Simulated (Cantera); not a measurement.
Mixture: 4.96 % CH4, 0.942 % C2H6, 19.7 % O2, 74.4 % N2, equivalence ratio 0.67, at 6.80 bar, adiabatic and at constant volume. Ignition delay is the time to a rise of 400 K.

Model: GRI-Mech 3.0 (53 species, 325 reactions), integrated in Cantera.

Q: Predict: delay at 1023 K; delay at 1073 K; delay at 1123 K; delay at 1173 K; delay at 1223 K; delay at 1273 K; delay at 1323 K; apparent activation energy between 1223 and 1323 K.

A: 
| Property | Result |
|---|---|
| delay at 1023 K | 22.1 ms |
| delay at 1073 K | 8.24 ms |
| delay at 1123 K | 3.33 ms |
| delay at 1173 K | 1.46 ms |
| delay at 1223 K | 0.695 ms |
| delay at 1273 K | 0.361 ms |
| delay at 1323 K | 0.202 ms |
| apparent activation energy between 1223 and 1323 K | 170 kJ/mol |
